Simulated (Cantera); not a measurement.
A closed system holds: 1 mol Ta(OEt)₅, 8.1 mol H₂O, equilibrated at 100 Torr.

Equilibrium computed with Cantera from the NASA thermochemical tables; the gas is ideal and each condensed phase is pure. Candidate condensed phases: C, C₆H₆, C₇H₈, C₈H₁₈, H₂O, Ta, TaC, Ta₂O₅; 113 gas species. The feed counts by its element totals alone. Kinetics and transport are ignored.

Problem. What share of the Ta ends up in condensed phases as a function of T (K), at 2148, 2198, 2248, 2298, 2348, 2398, 2448, 2498, 2548, 2598, 2648, 2698?

Solution. 
```json
[
 {"T (K)": "2148", "Ta condensed (%)": "99.9", "as": "Ta₂O₅(l)"},
 {"T (K)": "2198", "Ta condensed (%)": "99.8", "as": "Ta₂O₅(l)"},
 {"T (K)": "2248", "Ta condensed (%)": "99.7", "as": "Ta₂O₅(l)"},
 {"T (K)": "2298", "Ta condensed (%)": "99.3", "as": "Ta₂O₅(l)"},
 {"T (K)": "2348", "Ta condensed (%)": "98.7", "as": "Ta₂O₅(l)"},
 {"T (K)": "2398", "Ta condensed (%)": "97.6", "as": "Ta₂O₅(l)"},
 {"T (K)": "2448", "Ta condensed (%)": "95.7", "as": "Ta₂O₅(l)"},
 {"T (K)": "2498", "Ta condensed (%)": "92.5", "as": "Ta₂O₅(l)"},
 {"T (K)": "2548", "Ta condensed (%)": "87.4", "as": "Ta₂O₅(l)"},
 {"T (K)": "2598", "Ta condensed (%)": "79.5", "as": "Ta₂O₅(l)"},
 {"T (K)": "2648", "Ta condensed (%)": "67.7", "as": "Ta₂O₅(l)"},
 {"T (K)": "2698", "Ta condensed (%)": "50.7", "as": "Ta₂O₅(l)"}
]
```
